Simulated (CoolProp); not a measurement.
Vapour-liquid equilibrium of benzene (1) + p-xylene (2) at 181.45 °C; x and y are mole fractions of (1).

Computed with CoolProp (multi-fluid Helmholtz-energy mixture model, Thol 2012 and Zhou 2012; pair parameters Bell 2016).

Task: Give the bubble pressure and the first vapour's composition at x = 0.35, 0.5, 0.575. Is there an azeotrope?

Result: x = 0.35: 0.5307 MPa, y = 0.626; x = 0.5: 0.6450 MPa, y = 0.755; x = 0.575: 0.7035 MPa, y = 0.806. No azeotrope shows between x = 0.05 and 0.95.

The pair parameters rest on a limited set of measurements; away from them the model extrapolates.
